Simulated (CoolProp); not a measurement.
Vapour-liquid equilibrium of acetone (1) + n-nonane (2) at 67 kPa; x and y are mole fractions of (1).

Values from CoolProp's multi-fluid Helmholtz-energy mixture model, Lemmon 2006 and Lemmon 2006; pair parameters Bell 2016.

### Question
Give the bubble temperature and the first vapour's composition at x = 0.05, 0.45, 0.75. Is there an azeotrope?

### Answer
x = 0.05: 371.2 K, y = 0.711; x = 0.45: 324.9 K, y = 0.968; x = 0.75: 322.1 K, y = 0.976. No azeotrope shows between x = 0.05 and 0.95.

The pair parameters rest on a limited set of measurements; away from them the model extrapolates. With so large a gap from Raoult's law the liquid may split in two, which this calculation doesn't test in full.
